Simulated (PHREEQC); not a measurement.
Synthetic water in mg/L, 30 °C, pH 6.45, pe 11.3:

```csv
constituent,mg/L
Na,0.00358
K,0.0451
Ca,0.00514
Mg,0.0399
Cl,0.0415
S(6) as SO4,0.0614
Alkalinity as HCO3,0.155
Ba,0.0121
B,4.35e-05
N(5) as NO3,0.0037
Si as SiO2,0.00214
Pb,0.000236
```

Valence states are taken as typed.

The numbers come from PHREEQC with the ion-association model, phreeqc.dat.

```
quantity               before     after
-------------------  --------  --------
HCO3- (mol/kgw)       2.85e-6   2.31e-6
CO2 (mol/kgw)         2.15e-6   1.72e-6
Pb+2 (mol/kgw)        1.07e-9   1.07e-9
CO3-2 (mol/kgw)      4.19e-10  4.94e-10
MgSO4 (mol/kgw)      2.72e-10  7.18e-10
PbOH+ (mol/kgw)      5.82e-11  5.80e-11
SI of Quartz (SiO2)     -3.54     -4.10
```

Name the change that produced these shifts.
(A) temperature from 30 to 75 °C at the same typed pH
(B) Pb from 0.000236 to 0.000708 mg/L
(C) all concentrations times 2 at the same typed pH
(D) Pb from 0.000236 to 0.000472 mg/L

A, temperature from 30 to 75 °C at the same typed pH

This is a speciation only: nothing precipitates in the calculation. Away from 25 °C the constants follow the database's enthalpies or fits; those with neither stay at their 25 °C values.
